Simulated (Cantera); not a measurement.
Input: 1 mol Si, 1.5 mol HBr, 12 mol H2, held at 0.0100 bar.

Method: chemical equilibrium by Gibbs-energy minimisation in Cantera with the NASA 1993 tables (ideal gas, pure condensed phases). Candidate condensed phases: Br2, Si; 19 gas species. The tables' values for SiBr, SiBr3 are old estimates; treat these amounts as uncertain. Kinetics and transport are ignored.

**Question.** At 1573 K, list the 4 most abundant gas species with their mole fractions, and the condensed phases.

**Answer.** H2 0.905, HBr 0.0754, SiBr2 0.0164, Br 0.00249. Condensed: Si(s).
